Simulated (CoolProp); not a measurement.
Methanol at 520.53 K and 0.254 MPa is throttled through a valve to 0.042 MPa with no heat exchange. Each further row changes one setting.

The numbers come from the reference Helmholtz-energy equation of state, de Reuck 1993 in CoolProp.

| case | temperature change (K) | final density (kg/m³) |
|---|---|---|
| as stated | -2.2 | 0.313 |
| outlet pressure 0.0126 MPa | -2.5 | 0.0938 |
| outlet pressure 0.0546 MPa | -2.1 | 0.407 |
